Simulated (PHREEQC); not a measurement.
4.6 g of hydrous ferric oxide (600 m²/g; 0.2 weak and 0.005 strong sites per Fe, Dzombak-Morel constants, diffuse double layer) in 1 kg of water with 0.005 mol/kgw of an inert sodium salt and 6.1e-05 mol/kgw SrCl2, at 25 °C; the pH is set by adding NaOH or the inert anion's acid. O2 is buffered at 0.21 atm. No CO2 enters from the air. Precipitation was switched off in this run.

Base run: PHREEQC, ion-association model, wateq4f.dat. Each further column changes one thing. The table gives surface charge σ (C/m²).

```json
[
 {"pH": "4", "base": "0.205", "background salt from 0.005 to 0.0005 mol/kgw": "0.158", "oxide from 4.6 to 23 g/kgw": "0.259"},
 {"pH": "5", "base": "0.099", "background salt from 0.005 to 0.0005 mol/kgw": "0.059", "oxide from 4.6 to 23 g/kgw": "0.126"},
 {"pH": "6", "base": "0.040", "background salt from 0.005 to 0.0005 mol/kgw": "0.018", "oxide from 4.6 to 23 g/kgw": "0.046"},
 {"pH": "7", "base": "0.013", "background salt from 0.005 to 0.0005 mol/kgw": "0.005", "oxide from 4.6 to 23 g/kgw": "0.014"},
 {"pH": "8", "base": "0.001", "background salt from 0.005 to 0.0005 mol/kgw": "0.000", "oxide from 4.6 to 23 g/kgw": "0.001"},
 {"pH": "9", "base": "-0.009", "background salt from 0.005 to 0.0005 mol/kgw": "-0.004", "oxide from 4.6 to 23 g/kgw": "-0.010"},
 {"pH": "10", "base": "-0.031", "background salt from 0.005 to 0.0005 mol/kgw": "-0.014", "oxide from 4.6 to 23 g/kgw": "-0.036"},
 {"pH": "11", "base": "-0.085", "background salt from 0.005 to 0.0005 mol/kgw": "-0.057", "oxide from 4.6 to 23 g/kgw": "-0.106"},
 {"pH": "12", "base": "-0.221", "background salt from 0.005 to 0.0005 mol/kgw": "-0.207", "oxide from 4.6 to 23 g/kgw": "-0.252"}
]
```
